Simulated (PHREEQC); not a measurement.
Na2SO4 is added in steps, without added water, to 1 kg of water holding 0.26 mol H3PO4 and 0.14 mol K2HPO4, at 20 °C. Oxygen is held at 0.21 atm. CO2 from the air is kept out. The run lets Mirabilite precipitate or redissolve, and no other solid.

Base run: PHREEQC, ion-association model, wateq4f.dat. Each further column changes one thing. The table gives pH.

```tsv
Na2SO4 added (mol)	base	database phreeqc.dat	all activity coefficients set to 1	Davies equation for every ion	metal-ligand complexes left out
0	2.37	2.37	2.50	2.38	2.37
0.07	2.37	2.37	2.51	2.39	2.37
0.13	2.36	2.36	2.52	2.40	2.37
0.2	2.36	2.35	2.53	2.42	2.37
0.27	2.36	2.35	2.54	2.43	2.37
0.33	2.36	2.34	2.54	2.44	2.37
0.4	2.35	2.33	2.54	2.45	2.37
```

The ionic strength passes 0.7 mol/kgw, the rough limit of the ion-association models, in part of: base; database phreeqc.dat; all activity coefficients set to 1; Davies equation for every ion; metal-ligand complexes left out. H3PO4, which wateq4f.dat lacks, is added to it with the constant of phreeqc.dat. phreeqc.dat and wateq4f.dat share most of their constants, so their agreement is no independent check.
